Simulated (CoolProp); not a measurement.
R11 along the isotherm 257.2 K: fugacity coefficient from the reference equation and from simpler models built on Tc = 471.1 K, pc = 4.408 MPa, ω = 0.189; each cubic takes its own stable root.

Computed with CoolProp (reference Helmholtz-energy equation of state, Jacobsen 1992).

```csv
p (MPa),phase,reference,van der Waals,Redlich-Kwong,Peng-Robinson
1.22,liquid,?,0.1788,0.02653,0.01690
2.45,liquid,0.008591,0.09642,0.01394,0.008823
3.67,liquid,0.006028,0.06962,0.009819,0.006172
4.9,liquid,0.004747,0.05642,0.007759,0.004845
6.12,liquid,0.003994,0.04883,0.006552,0.004064
7.35,liquid,0.003496,0.04396,0.005755,0.003547
8.57,liquid,?,0.04073,?,0.003186
9.79,liquid,?,0.03851,0.004802,?
11,liquid,0.002708,0.03698,0.004503,0.002722
```

What belongs in the gaps?


- 1.22, reference: 0.01641
- 8.57, reference: 0.003150
- 8.57, Redlich-Kwong: 0.005204
- 9.79, reference: 0.002897
- 9.79, Peng-Robinson: 0.002921
